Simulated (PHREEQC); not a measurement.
# Silver or lead bath: speciation

Consider water at 25 °C with 0.00024 mol PbCl2 and 9.1e-05 mol HNO3 per kg of water. Closed to the air; pH follows from the charge balance.

Computed with PHREEQC (ion-association model, phreeqc.dat).

Each row changes one thing in this solution. Precipitation was switched off in this run.

```json
[
 {"case": "as made", "pH": "4.05", "PbCl+ (mol/kgw)": "3.93e-6", "PbNO3+ (mol/kgw)": "2.78e-7", "PbOH+ (mol/kgw)": "4.73e-8", "PbCl2 (mol/kgw)": "2.78e-9", "Pb2OH+3 (mol/kgw)": "2.84e-10", "SI of Pb(OH)2 (Pb(OH)2)": "-3.73"},
 {"case": "HNO3 from 9.1e-05 to 9.1e-06 mol/kgw", "pH": "5.03", "PbCl+ (mol/kgw)": "[?]", "PbNO3+ (mol/kgw)": "2.80e-8", "PbOH+ (mol/kgw)": "4.52e-7", "PbCl2 (mol/kgw)": "2.81e-9", "Pb2OH+3 (mol/kgw)": "2.69e-9", "SI of Pb(OH)2 (Pb(OH)2)": "[?]"},
 {"case": "2.2e-05 mol/kgw K2CO3 added", "pH": "4.34", "PbCl+ (mol/kgw)": "3.93e-6", "PbNO3+ (mol/kgw)": "2.78e-7", "PbOH+ (mol/kgw)": "9.09e-8", "PbCl2 (mol/kgw)": "2.78e-9", "Pb2OH+3 (mol/kgw)": "5.45e-10", "SI of Pb(OH)2 (Pb(OH)2)": "[?]"},
 {"case": "PbCl2 from 0.00024 to 0.000216 mol/kgw", "pH": "4.05", "PbCl+ (mol/kgw)": "3.21e-6", "PbNO3+ (mol/kgw)": "2.52e-7", "PbOH+ (mol/kgw)": "4.28e-8", "PbCl2 (mol/kgw)": "2.05e-9", "Pb2OH+3 (mol/kgw)": "2.30e-10", "SI of Pb(OH)2 (Pb(OH)2)": "-3.77"}
]
```

**Question.** Complete the blanks.

**Answer.** 
- HNO3 from 9.1e-05 to 9.1e-06 mol/kgw, PbCl+ (mol/kgw): 3.95e-6
- HNO3 from 9.1e-05 to 9.1e-06 mol/kgw, SI of Pb(OH)2 (Pb(OH)2): -1.77
- 2.2e-05 mol/kgw K2CO3 added, SI of Pb(OH)2 (Pb(OH)2): -3.16

Species that the database lacks are ignored.
